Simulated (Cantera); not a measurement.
Mixture: 10.4 % CH4, 18.8 % O2, 70.8 % N2, at 4.93 atm, adiabatic and at constant volume. Ignition delay is the time to a rise of 400 K.

Detailed kinetics in Cantera: GRI-Mech 3.0 (53 species, 325 reactions).

Q: At T0 = 1273 K, what is the delay, and which 8 reactions control it most (d ln τ / d ln k, from doubling and halving each rate constant)?

A: The delay is 3.98 ms.
```json
[
 {"reaction": "2 CH3 (+M) <=> C2H6 (+M)", "d ln τ / d ln k": "0.54", "faster rate": "lengthens it"},
 {"reaction": "CH3 + O2 <=> CH3O + O", "d ln τ / d ln k": "-0.36", "faster rate": "shortens it"},
 {"reaction": "CH3 + O2 <=> CH2O + OH", "d ln τ / d ln k": "-0.34", "faster rate": "shortens it"},
 {"reaction": "CH2O + O2 <=> HCO + HO2", "d ln τ / d ln k": "-0.31", "faster rate": "shortens it"},
 {"reaction": "CH3 + HO2 <=> CH3O + OH", "d ln τ / d ln k": "-0.28", "faster rate": "shortens it"},
 {"reaction": "CH4 + H <=> CH3 + H2", "d ln τ / d ln k": "0.24", "faster rate": "lengthens it"},
 {"reaction": "H + O2 <=> O + OH", "d ln τ / d ln k": "-0.20", "faster rate": "shortens it"},
 {"reaction": "CH2O + CH3 <=> CH4 + HCO", "d ln τ / d ln k": "-0.16", "faster rate": "shortens it"}
]
```
